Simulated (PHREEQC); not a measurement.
## Alkaline etch or developer

A solution holds 0.068 mol/kgw KOH, 0.0002 mol/kgw Na2SiO3 and 0.0062 mol/kgw K2CO3, at 72 °C. Closed to the air; pH follows from the charge balance.

All values are PHREEQC results (ion-association model, phreeqc.dat), not measurements.

Precipitation was switched off in this run.

Problem. Predict the pH, specific conductance.

Solution. pH 11.46; specific conductance 37900 µS/cm.

Problem. In which forms is Si present?

Solution. H3SiO4- 71 %, H2SiO4-2 29 % of the Si.

Species that the database lacks are ignored. At this temperature some constants are extrapolated from 25 °C, and those without enthalpy data are left unchanged.
